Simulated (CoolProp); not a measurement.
A single-stage vapour-compression cycle with R245ca: evaporating at 315.15 K (dew point), condensing at 372.15 K (bubble point), superheat 5 K, subcooling 8 K, compressor efficiency 0.6, no pressure losses. Each further row changes one setting.

Model: reference Helmholtz-energy equation of state, Zhou 2016, in CoolProp.

| case | cooling COP | pressure ratio | discharge temperature (K) | refrigerating effect (kJ/kg) | volumetric capacity (kJ/m³) |
|---|---|---|---|---|---|
| as stated | ? | 4.90 | 379.9 | 128 | 1260 |
| evaporating temperature 320.15 K | ? | 4.15 | ? | 132 | 1530 |
| condensing temperature 367.15 K | 2.95 | 4.36 | 375.2 | 135 | 1340 |
| subcooling 13 K | ? | 4.90 | 379.9 | 135 | 1340 |
| superheat 15 K | 2.66 | 4.90 | ? | 137 | ? |
| compressor efficiency 0.5 | 2.16 | 4.90 | 388.2 | 128 | 1260 |

What belongs in the gaps?


- as stated, cooling COP: 2.59
- evaporating temperature 320.15 K, cooling COP: 2.97
- evaporating temperature 320.15 K, discharge temperature (K): 379.2
- subcooling 13 K, cooling COP: 2.74
- superheat 15 K, discharge temperature (K): 390.1
- superheat 15 K, volumetric capacity (kJ/m³): 1310
